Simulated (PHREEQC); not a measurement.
A PHREEQC input (ion-association model, wateq4f.dat):

```
SOLUTION 1
  temp 20
  units mg/L
  pH 7.1
  pe 1.5
  Na 184
  K 0.00334
  Ca 142
  Mg 29
  Cl 307
  S(6) 181 as SO4
  Alkalinity 310 as HCO3 charge
  Li 0.0669
  B 1.36
END
USE solution 1
EQUILIBRIUM_PHASES 1
  Quartz 0 0.5
  CO2(g) -2.5 10
END
```

It stops with these messages:

```
ERROR: Alkalinity cannot be used with charge balance or solution phase boundary constraints.
ERROR: Program terminating due to input errors.
```

The fault: charge balance asked on alkalinity. The line should read `as HCO3` where the input has `as HCO3 charge`. With the mend the run ends at pH 7.91 and ionic strength 0.0221 mol/kgw.
